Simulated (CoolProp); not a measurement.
A single-stage vapour-compression cycle with R123: evaporating at 295.15 K (dew point), condensing at 317.15 K (bubble point), superheat 2 K, subcooling 2 K, compressor efficiency 0.6, no pressure losses. Each further row changes one setting.

The numbers come from the reference Helmholtz-energy equation of state, Younglove 1994 in CoolProp. It is a modified Benedict-Webb-Rubin equation, recast in Helmholtz form.

```csv
case,cooling COP,pressure ratio,discharge temperature (K),refrigerating effect (kJ/kg),volumetric capacity (kJ/m³)
as stated,7.54,2.16,328.7,153,804
evaporating temperature 300.15 K,10.1,1.79,326.3,156,977
condensing temperature 312.15 K,9.94,1.83,___,159,831
subcooling 7 K,___,2.16,328.7,159,831
superheat 12 K,7.59,2.16,___,160,810
compressor efficiency 0.5,___,2.16,___,153,804
```

**Question.** What belongs in the gaps?

**Answer.** 
- condensing temperature 312.15 K, discharge temperature (K): 321.9
- subcooling 7 K, cooling COP: 7.79
- superheat 12 K, discharge temperature (K): 339.1
- compressor efficiency 0.5, cooling COP: 6.28
- compressor efficiency 0.5, discharge temperature (K): 334.2
